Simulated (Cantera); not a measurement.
Cantera run:

```python
import numpy as np
import cantera as ct

gas_names = """
    N NO NO2 NO3 N2 N2O O O2 O3 V VN VO VO2
""".split()
cond_names = """
    V(cr) V(L) VN(s) VO(s) VO(L) V2O3(s) V2O3(L) V2O4(I) V2O4(II) V2O4(L) V2O5(s) V2O5(L)
""".split()


# ... load() reads the species with a 1 bar reference pressure and builds the phases ...
atoms = {
    'V': {'V': 1},
    'N2O': {'N': 2, 'O': 1},
}
top_T = {'VN(s)': 2300}  # K; cautious upper limits of use, not melting points


# ... equilibrate(T, P, feed) seeds the gas with the atoms and calls Mixture.equilibrate('TP', solver="vcs", rtol=1e-11, max_steps=5000) ...
results = []
feed = {'V': 1, 'N2O': 4.9}  # mol
P = 74000  # Pa
for T in [2200, 2225, 2250, 2275, 2300, 2325, 2350, 2375, 2400, 2425, 2450, 2475, 2500, 2525]:
    mix = equilibrate(T, P, feed)
    results.append((T, P, feed, dict(zip(mix.species_names, mix.species_moles))))

top = {s: max(r[3][s] / sum(r[3][g] for g in gas_names) for r in results) for s in gas_names}
cols = sorted((s for s in top if top[s] > 1e-05), key=lambda s: -top[s])[:5]
seen = [c for c in cond_names if any(r[3].get(c, 0) > 1e-12 for r in results)]
print("log10 of partial pressures in bar; condensed amounts in mol")
print(f"{'T/K':>10s}" + "".join(f"{s[:9]:>10s}" for s in cols + seen))
for T, P, feed, n in results:
    ng = sum(n[g] for g in gas_names)
    print(f"{T:10.4g}" + "".join(f"{np.log10(max(n[s] / ng * P / 1e5, 1e-99)):10.3f}" for s in cols)
          + "".join(f"{n.get(c, 0):10.4g}" for c in seen))
```

Result:

```
log10 of partial pressures in bar; condensed amounts in mol
       T/K        N2        O2       VO2        NO         O   V2O4(L)
      2200    -0.249    -0.788    -2.462    -2.027    -2.962    0.4851
      2225    -0.250    -0.790    -2.365    -2.004    -2.895    0.4813
      2250    -0.251    -0.792    -2.270    -1.981    -2.829    0.4768
      2275    -0.252    -0.793    -2.178    -1.959    -2.764    0.4713
      2300    -0.253    -0.796    -2.089    -1.938    -2.702    0.4646
      2325    -0.255    -0.798    -2.001    -1.918    -2.640    0.4566
      2350    -0.256    -0.801    -1.916    -1.898    -2.581     0.447
      2375    -0.258    -0.804    -1.833    -1.879    -2.522    0.4356
      2400    -0.260    -0.807    -1.752    -1.861    -2.465     0.422
      2425    -0.263    -0.811    -1.673    -1.844    -2.410    0.4059
      2450    -0.266    -0.815    -1.595    -1.827    -2.356    0.3868
      2475    -0.269    -0.820    -1.520    -1.812    -2.303    0.3643
      2500    -0.273    -0.826    -1.446    -1.797    -2.252    0.3379
      2525    -0.278    -0.832    -1.374    -1.784    -2.202    0.3067
```

Method: chemical equilibrium by Gibbs-energy minimisation in Cantera with the NASA 1993 tables (ideal gas, pure condensed phases). Condensed phases not in the tables: the oxides between V2O3 and V2O5 other than VO2.
